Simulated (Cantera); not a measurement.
## Premixed flame

A freely propagating, adiabatic, planar premixed flame of 7.15 % CH₄, 0.708 % CO, 18.5 % O₂, 69.7 % N₂, 3.93 % CO₂, equivalence ratio 0.79, unburnt at 625 K and 2.20 bar; mixture-averaged transport, grid criteria slope 0.08 and curve 0.16, no radiation.

Model: GRI-Mech 3.0 (53 species, 325 reactions), integrated in Cantera. Burning velocities carry a grid error of a few per cent, more on coarse grids.

```csv
z (mm),T (K),u (m/s),x CH₄,x CO,x O₂,x H₂O₂,x NO₂,x OH
-0.694,625,0.703,0.0714,0.00708,0.185,3.98e-8,<1e-8,<1e-8
-0.463,629,0.708,0.0711,0.00714,0.185,4.39e-7,<1e-8,<1e-8
-0.347,640,0.722,0.0701,0.00736,0.184,1.81e-6,1.39e-8,<1e-8
-0.231,701,0.793,0.0659,0.00874,0.178,9.15e-6,7.61e-8,2.59e-7
-0.116,1008,1.15,0.0466,0.0171,0.151,3.19e-5,1.46e-7,1.54e-5
-0.0579,1342,1.54,0.0258,0.0275,0.118,2.09e-5,5.86e-8,0.000181
0,1684,1.94,0.00573,0.0366,0.0787,1.78e-6,1.30e-8,0.00178
0.0579,1835,2.10,0.000306,0.0310,0.0575,6.91e-7,<1e-8,0.00500
0.116,1897,2.16,8.20e-6,0.0227,0.0507,5.65e-7,<1e-8,0.00622
0.231,1972,2.24,<1e-8,0.0146,0.0461,4.16e-7,1.01e-8,0.00632
0.463,2045,2.31,<1e-8,0.00900,0.0429,2.77e-7,1.52e-8,0.00544
0.926,2100,2.36,<1e-8,0.00502,0.0408,1.82e-7,2.27e-8,0.00415
1.85,2129,2.39,<1e-8,0.00263,0.0398,1.36e-7,2.89e-8,0.00309
```
x: mole fraction of selected species; z is measured from the peak of heat release.

- laminar burning velocity: 70.2 cm/s
- thermal thickness: 0.231 mm
- peak x(H₂O₂): 3.30e-5
- peak x(OH): 0.00641
- grid points: 138
